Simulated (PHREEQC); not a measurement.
Make-up at 25 °C: 1.2 mol NaOH, 0.2 mol KCl and 0.0017 mol H4SiO4 per kg of water. Closed to the air; pH follows from the charge balance.

Computed with PHREEQC (Pitzer model, pitzer.dat).

Precipitation was switched off in this run.

### Question
Predict the pH, density, activity of water.

### Answer
pH 13.94; density 1.056 g/cm³; activity of water 0.953.

### Question
In which forms is Si present?

### Answer
H2SiO4-2 99 %, H3SiO4- 1.0 % of the Si.

In brines, pH and single-ion activities rest on the MacInnes convention.
